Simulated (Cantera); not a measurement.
Feed: 1 mol Fe, 0.014 mol O2, 95 mol N2, 19 mol CO, held at 902 °C.

Method: chemical equilibrium by Gibbs-energy minimisation in Cantera with the NASA 1993 tables (ideal gas, pure condensed phases). Candidate condensed phases: C, Fe, Fe(CO)5, FeO, Fe2O3, Fe3O4; 27 gas species. Condensed phases not in the tables: cementite and carbon dissolved in iron. Rates play no part.

x: gas mole fraction; n: condensed amount in mol.

```tsv
P (Pa)	x N2	x CO	x CO2	x Fe	n Fe(α)	n C(graphite)
10	0.833	0.166	0.000246	…	1.000	0
120	0.833	0.166	0.000246	…	1.000	0
1600	0.833	0.166	0.000246	…	1.00	0
19000	0.833	0.166	0.000246	…	1.00	0
240000	0.835	0.164	0.00174	…	1.00	0.170
3000000	0.846	0.138	0.0156	<1e-12	1.00	1.72
```

### Question
Some entries are withheld; supply them.

### Answer

- 10, x Fe: 2.11e-7
- 120, x Fe: 1.75e-8
- 1600, x Fe: 1.32e-9
- 19000, x Fe: 1.11e-10
- 240000, x Fe: 8.77e-12
